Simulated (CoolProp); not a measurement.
Vapour-liquid equilibrium of carbon dioxide (1) + CH3F (R41) (2) at 237 K; x and y are mole fractions of (1).

Model: multi-fluid Helmholtz-energy mixture model, Span 1996 and Lemmon 2006; pair parameters Bell 2016, in CoolProp.

```csv
x,bubble pressure (MPa),y at the bubble point,dew pressure at overall composition x (MPa),liquid density (mol/L)
0.05,0.6848,0.078,0.6763,23.14
0.125,0.7190,0.184,0.6997,23.26
0.2,0.7524,0.281,0.7243,23.40
0.275,0.7856,0.371,0.7502,…
0.35,0.8190,0.455,0.7776,23.68
0.425,0.8528,0.535,0.8066,23.83
0.5,0.8876,0.610,0.8377,23.99
0.575,0.9235,0.680,0.8711,24.14
0.65,0.9607,0.747,0.9076,24.30
0.725,0.9995,0.810,0.9479,24.46
0.8,1.040,0.868,0.9931,24.61
0.875,1.082,…,…,24.77
0.95,1.125,0.970,1.106,24.92
```

Fill in the missing entries.


- 0.275, liquid density (mol/L): 23.54
- 0.875, y at the bubble point: 0.922
- 0.875, dew pressure at overall composition x (MPa): 1.045

No azeotrope shows between x = 0.05 and 0.95.

The pair parameters rest on a limited set of measurements; away from them the model extrapolates.
